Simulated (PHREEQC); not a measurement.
3 g of hydrous ferric oxide (600 m²/g; 0.2 weak and 0.005 strong sites per Fe, Dzombak-Morel constants, diffuse double layer) in 1 kg of water with 0.001 mol/kgw of an inert sodium salt and 0.052 mmol/kgw NiCl2, at 25 °C; the pH is set by adding NaOH or the inert anion's acid. Oxygen alone is held at its pressure in air (log pO2 = -0.68). CO2 from the air is kept out. Precipitation was switched off in this run.

Base run: PHREEQC, ion-association model, wateq4f.dat. Each further column changes one thing. The table gives surface charge σ (C/m²).

```csv
pH,base,background salt from 0.001 to 0.0001 mol/kgw,oxide from 3 to 15 g/kgw,0.0076 mol/kgw ZnSO4 added
4,0.153,0.131,0.223,0.030
4.5,0.099,0.077,0.151,0.029
5.5,0.037,0.022,0.052,0.025
6,0.021,0.010,0.027,0.022
6.5,0.012,0.005,0.014,0.024
7.5,0.003,0.001,0.003,0.034
8,0.001,0.000,0.000,0.041
8.5,-0.002,-0.001,-0.002,0.045
9.5,-0.009,-0.004,-0.010,0.030
10,-0.017,-0.009,-0.021,0.016
```

 In at least one series the solution becomes supersaturated in solids that the run did not let form, among them Zn(OH)2-e, Zn4(OH)6SO4, Zn5(OH)8Cl2, Ni(OH)2.
